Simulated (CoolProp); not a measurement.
CH2F2 (R32) at 371.56 K and 10.8 MPa flows at 0.061 m/s in a round tube of 20 mm bore and 45 µm roughness, fully developed (64/Re and Nu = 3.66 if laminar; Colebrook and Gnielinski if turbulent). Each further row changes one setting.

The numbers come from the reference Helmholtz-energy equation of state, Tillner-Roth 1997 in CoolProp.

```
case                Reynolds number  Darcy friction factor  pressure drop (Pa/m)  heat-transfer coefficient (W/(m² K))  mass flow (kg/h)
------------------  ---------------  ---------------------  --------------------  ------------------------------------  ----------------
as stated                     14600                 0.0318                  1.85                                   306              43.0
velocity 0.122 m/s            29100                 0.0287                  6.66                                   581              86.1
diameter 40 mm                29100                 0.0264                 0.765                                   270               172
```

Viscosity comes from a separate model (Bell 2016), an estimate that may be off by 10 % or more. Thermal conductivity comes from a separate model (Huber 2003), an estimate that may be off by 10 % or more.
